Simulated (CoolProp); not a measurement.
Vapour-liquid equilibrium of isohexane (1) + benzene (2) at 388.8 K; x and y are mole fractions of (1).

The numbers come from the multi-fluid Helmholtz-energy mixture model, Lemmon 2006 and Thol 2012; pair parameters Bell 2016 in CoolProp.

**Question.** Give the bubble pressure and the first vapour's composition at x = 0.125, 0.35, 0.875. Is there an azeotrope?

**Answer.** x = 0.125: 0.3164 MPa, y = 0.236; x = 0.35: 0.3694 MPa, y = 0.478; x = 0.875: 0.4358 MPa, y = 0.894. No azeotrope shows between x = 0.05 and 0.95.

Pair parameters are fitted to limited data, so mixtures are less certain than the pure fluids.
